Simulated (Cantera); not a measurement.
# Premixed flame

A freely propagating, adiabatic, planar premixed flame of 14.2 % CH4, 23.8 % O2, 61.6 % N2, 0.413 % CO2, equivalence ratio 1.2, unburnt at 375 K and 4.93 atm; mixture-averaged transport, grid criteria slope 0.08 and curve 0.16, no radiation.

Detailed kinetics in Cantera: GRI-Mech 3.0 (53 species, 325 reactions). Burning velocities carry a grid error of a few per cent, more on coarse grids.

| z (mm) | T (K) | u (m/s) | x CH4 | x O2 | x H2O2 | x CH3 | x CO2 | x CO |
|---|---|---|---|---|---|---|---|---|
| -0.248 | 375 | 0.555 | 0.142 | 0.237 | 2.90e-8 | <1e-8 | 0.00412 | 4.43e-6 |
| -0.165 | 377 | 0.560 | 0.141 | 0.236 | 2.59e-7 | 3.45e-8 | 0.00411 | 3.98e-5 |
| -0.124 | 389 | 0.579 | 0.140 | 0.235 | 1.62e-6 | 2.00e-7 | 0.00412 | 0.000255 |
| -0.0827 | 499 | 0.752 | 0.131 | 0.226 | 1.57e-5 | 3.37e-6 | 0.00456 | 0.00297 |
| -0.0414 | 1111 | 1.71 | 0.0869 | 0.170 | 5.93e-5 | 0.000399 | 0.0113 | 0.0250 |
| -0.0207 | 1629 | 2.55 | 0.0461 | 0.112 | 1.80e-5 | 0.00269 | 0.0218 | 0.0501 |
| 0 | 2076 | 3.28 | 0.0111 | 0.0520 | 4.97e-6 | 0.00386 | 0.0374 | 0.0743 |
| 0.0207 | 2275 | 3.59 | 0.000993 | 0.0194 | 1.13e-6 | 0.000836 | 0.0530 | 0.0783 |
| 0.0414 | 2336 | 3.68 | 5.61e-5 | 0.00866 | 5.68e-7 | 6.51e-5 | 0.0638 | 0.0719 |
| 0.0827 | 2391 | 3.74 | 2.67e-7 | 0.00403 | 3.88e-7 | 3.60e-7 | 0.0723 | 0.0650 |
| 0.165 | 2445 | 3.82 | <1e-8 | 0.00230 | 2.72e-7 | <1e-8 | 0.0753 | 0.0626 |
| 0.331 | 2489 | 3.88 | <1e-8 | 0.00124 | 1.74e-7 | <1e-8 | 0.0764 | 0.0619 |
| 0.662 | 2512 | 3.91 | <1e-8 | 0.000719 | 1.14e-7 | <1e-8 | 0.0770 | 0.0615 |
x: mole fraction of selected species; z is measured from the peak of heat release.

```json
{
 "laminar_burning_velocity": "55.4 cm/s",
 "thermal_thickness": "0.0827 mm",
 "peak x(H2O2)": "5.94e-5",
 "peak x(CH3)": "0.00430",
 "peak x(CO)": "0.0792",
 "grid_points": "155"
}
```
